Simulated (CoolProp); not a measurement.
Saturated liquid density (kg/m³) of isobutane: the reference equation beside estimates from Tc = 134.7 °C, pc = 3629 kPa, ω = 0.184. Rackett uses Z = 0.29056 − 0.08775 ω.

Model: reference Helmholtz-energy equation of state, Bücker 2006, in CoolProp.

| T (°C) | reference | Rackett | van der Waals | Peng-Robinson |
|---|---|---|---|---|
| -43.15 | 627.4 | 628.5 | 392.6 | 664.7 |
| -40.85 | 625.0 | 626.2 | 391.2 | … |
| -38.65 | 622.7 | 623.9 | 389.9 | 660.1 |
| -36.35 | 620.3 | 621.5 | 388.4 | … |
| -34.05 | 617.9 | 619.1 | 387.0 | 655.3 |
| -31.75 | 615.5 | 616.6 | 385.5 | 652.9 |
| -29.45 | 613.0 | 614.2 | 384.1 | 650.4 |
| -27.15 | 610.6 | 611.7 | 382.6 | 647.9 |
| -24.85 | 608.1 | 609.3 | 381.1 | 645.3 |
| -22.55 | 605.6 | 606.8 | 379.6 | … |
| -20.35 | 603.3 | 604.4 | … | 640.2 |
| -18.05 | 600.8 | … | 376.6 | 637.6 |
| -15.75 | 598.2 | 599.3 | … | 634.9 |
| -13.45 | … | 596.8 | 373.5 | … |
| -11.15 | 593.2 | 594.2 | 372.0 | 629.4 |

Problem. What belongs in the gaps?

Solution. 
- -40.85, Peng-Robinson: 662.4
- -36.35, Peng-Robinson: 657.7
- -22.55, Peng-Robinson: 642.7
- -20.35, van der Waals: 378.2
- -18.05, Rackett: 601.8
- -15.75, van der Waals: 375.1
- -13.45, reference: 595.7
- -13.45, Peng-Robinson: 632.1

Absolute difference from the reference over all 15 rows, mean and median: Rackett 0.2 and 0.2 %, van der Waals 37.3 and 37.3 %, Peng-Robinson 6.1 and 6.1 %.
